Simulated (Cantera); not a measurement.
**Calcination and drying: Ca(OH)2 + H2O + H2**

Feed: 1 mol Ca(OH)2, 0.2 mol H2O, 0.011 mol H2, at 1850 °C.

Equilibrium computed with Cantera from the NASA thermochemical tables; the gas is ideal and each condensed phase is pure. Candidate condensed phases: Ca, CaO, Ca(OH)2, H2O; 14 gas species. Rates play no part.

```csv
P (Pa),x H2O,x H2,x H,x O2,x OH,x O,n CaO(s)
10,0.543,0.145,0.137,0.0673,0.0632,0.0423,0.996
68,0.761,0.100,0.0436,0.0406,0.0409,0.0126,0.999
460,0.877,0.0608,0.0130,0.0217,0.0233,0.00354,1.000
3200,0.937,0.0353,0.00377,0.0106,0.0124,0.000937,1.000
22000,0.966,0.0210,0.00111,0.00460,0.00630,0.000236,1.000
150000,0.981,0.0137,0.000343,0.00164,0.00303,5.38e-5,1.000
1000000,0.987,0.0105,0.000116,0.000421,0.00135,1.06e-5,1.000
```
x: gas mole fraction; n: condensed amount in mol.

From 10.0 Pa to 10.0 bar the condensed part is CaO(s). The main Ca-bearing gas is Ca at 10.0 Pa and Ca(OH)2 at 10.0 bar.
